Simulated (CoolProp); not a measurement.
Vapour-liquid equilibrium of n-octane (1) + o-xylene (2) at 467.6 K; x and y are mole fractions of (1).

The numbers come from the multi-fluid Helmholtz-energy mixture model, Beckmüller 2019 and Zhou 2012; pair parameters Bell 2016 in CoolProp.

```csv
x,bubble pressure (kPa),y at the bubble point,dew pressure at overall composition x (kPa),liquid density (mol/L)
0.05,334.2,0.075,330.8,6.635
0.2,363.1,0.273,352.0,6.271
0.35,390.2,0.441,375.1,5.932
0.5,415.9,0.589,400.2,5.617
0.65,440.7,0.722,427.1,5.323
0.8,464.8,0.846,455.7,5.048
0.95,488.3,0.962,485.8,4.790
```

No azeotrope shows between x = 0.05 and 0.95.

Pair parameters are fitted to limited data, so mixtures are less certain than the pure fluids.
